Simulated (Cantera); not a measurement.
An isothermal, constant-pressure homogeneous reactor starts with 60.6 % NO, 39.4 % N₂, at 2125 K and 20.0 Torr.

Cantera simulation using GRI-Mech 3.0 (53 species, 325 reactions); the numbers are that mechanism's predictions, not measurements. Radical loss at walls, strong at low pressure, is not modelled.

x: mole fraction; the columns are a selection and need not sum to one.

```
t (s)       x NO     x N₂O    x NO₂   x N₂      x O₂  x O
--------  ------  --------  -------  -----  --------  ---
0.000300   0.606   7.85e-6  3.29e-8  0.394   5.26e-8  ___
0.000793   0.606   2.00e-5  2.02e-7  0.394   3.76e-7  ___
0.00210    0.606   4.83e-5  1.05e-6  0.394   2.79e-6  ___
0.00554    0.606  0.000101  4.19e-6  0.394   2.23e-5  ___
0.0147     0.605  0.000153  1.20e-5  0.394  0.000191  ___
0.0387     0.602  0.000147  2.15e-5  0.396   0.00139  ___
0.102      0.591  0.000129  2.94e-5  0.401   0.00647  ___
0.271      0.559  0.000107  4.22e-5  0.417    0.0221  ___
0.715      0.465   6.43e-5  5.97e-5  0.463    0.0686  ___
1.89       0.246   1.51e-5  5.17e-5  0.572     0.177  ___
5.00      0.0504   6.31e-7  1.33e-5  0.670     0.274  ___
```

Fill in the missing entries.


- 0.000300, x O: 8.16e-6
- 0.000793, x O: 2.22e-5
- 0.00210, x O: 6.25e-5
- 0.00554, x O: 0.000187
- 0.0147, x O: 0.000547
- 0.0387, x O: 0.00116
- 0.102, x O: 0.00158
- 0.271, x O: 0.00204
- 0.715, x O: 0.00296
- 1.89, x O: 0.00438
- 5.00, x O: 0.00534
